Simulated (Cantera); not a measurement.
Mixture: 1.24 % CH₄, 0.210 % C₂H₆, 1.73 % C₃H₈, 19.2 % O₂, 72.1 % N₂, 5.57 % H₂O, at 38000 Pa, adiabatic and at constant pressure. Ignition delay is the time to a rise of 400 K.

Model: GRI-Mech 3.0 (53 species, 325 reactions), integrated in Cantera. GRI-Mech 3.0 was tuned for natural gas; its chemistry of propane as a main component is partial and can be far from experiment.

**Question.** Predict: delay at 1225 K; delay at 1300 K; delay at 1375 K; delay at 1450 K; delay at 1525 K; delay at 1600 K; delay at 1675 K; apparent activation energy between 1525 and 1675 K.

**Answer.** 
```
Property                                                Result
--------------------------------------------------  ----------
delay at 1225 K                                        5.28 ms
delay at 1300 K                                        1.52 ms
delay at 1375 K                                       0.553 ms
delay at 1450 K                                       0.247 ms
delay at 1525 K                                       0.131 ms
delay at 1600 K                                        79.4 µs
delay at 1675 K                                        53.2 µs
apparent activation energy between 1525 and 1675 K  130 kJ/mol
```
